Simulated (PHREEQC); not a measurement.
0.23 g of hydrous ferric oxide (600 m²/g; 0.2 weak and 0.005 strong sites per Fe, Dzombak-Morel constants, diffuse double layer) in 1 kg of water with 0.1 mol/kgw of an inert sodium salt and 0.046 mmol/kgw ZnSO4, at 25 °C; the pH is set by adding NaOH or the inert anion's acid. Oxygen alone is held at its pressure in air (log pO2 = -0.68). CO2 from the air is kept out. Nothing may precipitate in this run.

Computed with PHREEQC (ion-association model, wateq4f.dat).

Problem. Predict surface charge σ (C/m²), surface potential ψ (mV) at pH = 3, 5.67, 7, 9, 9.67.

Solution. 
| pH | surface charge σ (C/m²) | surface potential ψ (mV) |
|---|---|---|
| 3 | 0.303 | 143 |
| 5.67 | 0.125 | 99 |
| 7 | 0.049 | 56 |
| 9 | -0.026 | -34 |
| 9.67 | -0.059 | -64 |

The oxide is taken as insoluble; below pH 4 it would dissolve.
